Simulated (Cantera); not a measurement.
An isothermal, constant-pressure homogeneous reactor starts with NH3 : N2 = 1 : 4.1 (molar parts), at 1573 K and 140000 Pa. Integrator tolerance rtol = 1e-08.

Computed with Cantera and the gas-phase N/H chemistry of the illustrative SiF4/NH3 mechanism in the Surface Chemkin manual (1991). Walls and surfaces, which speed up NH3 decomposition in real reactors, are not modelled.

### Question
What does this change do: temperature 1573 to 1473 K?

### Answer
```tsv
quantity	before	after
x(NH3) at 6.00 s	0.112 (gas-phase equilibrium 7.35e-6)	0.171 (gas-phase equilibrium 9.82e-6)
x(H2) at 6.00 s	0.106 (gas-phase equilibrium 0.246)	0.0314 (gas-phase equilibrium 0.246)
x(N2H4) at 6.00 s	2.11e-8 (gas-phase equilibrium <1e-12)	4.03e-8 (gas-phase equilibrium <1e-12)
x(N) at 6.00 s	4.35e-9 (gas-phase equilibrium <1e-12)	1.17e-9 (gas-phase equilibrium <1e-12)
x(N2H2) at 6.00 s	2.77e-8 (gas-phase equilibrium <1e-12)	3.32e-8 (gas-phase equilibrium <1e-12)
x(N2) at 6.00 s	0.783 (gas-phase equilibrium 0.754)	0.798 (gas-phase equilibrium 0.754)
```

### Question
What does this change do: pressure from 140000 Pa to 4900 Pa?

### Answer
```tsv
quantity	before	after
x(NH3) at 6.00 s	0.112 (gas-phase equilibrium 7.35e-6)	0.174 (gas-phase equilibrium 2.57e-7)
x(H2) at 6.00 s	0.106 (gas-phase equilibrium 0.246)	0.0274 (gas-phase equilibrium 0.246)
x(N2H4) at 6.00 s	2.11e-8 (gas-phase equilibrium <1e-12)	7.31e-9 (gas-phase equilibrium <1e-12)
x(N) at 6.00 s	4.35e-9 (gas-phase equilibrium <1e-12)	2.39e-8 (gas-phase equilibrium 1.41e-12)
x(N2H2) at 6.00 s	2.77e-8 (gas-phase equilibrium <1e-12)	3.28e-7 (gas-phase equilibrium <1e-12)
x(N2) at 6.00 s	0.783 (gas-phase equilibrium 0.754)	0.798 (gas-phase equilibrium 0.754)
```

### Question
What does this change do: NH3 1 to 4 parts?

### Answer
```
quantity                                           before                                   after
-----------------  --------------------------------------  --------------------------------------
x(NH3) at 6.00 s    0.112 (gas-phase equilibrium 7.35e-6)   0.271 (gas-phase equilibrium 1.72e-5)
x(H2) at 6.00 s       0.106 (gas-phase equilibrium 0.246)     0.224 (gas-phase equilibrium 0.496)
x(N2H4) at 6.00 s  2.11e-8 (gas-phase equilibrium <1e-12)  5.40e-8 (gas-phase equilibrium <1e-12)
x(N) at 6.00 s     4.35e-9 (gas-phase equilibrium <1e-12)  3.13e-9 (gas-phase equilibrium <1e-12)
x(N2H2) at 6.00 s  2.77e-8 (gas-phase equilibrium <1e-12)  6.70e-8 (gas-phase equilibrium <1e-12)
x(N2) at 6.00 s       0.783 (gas-phase equilibrium 0.754)     0.505 (gas-phase equilibrium 0.504)
```
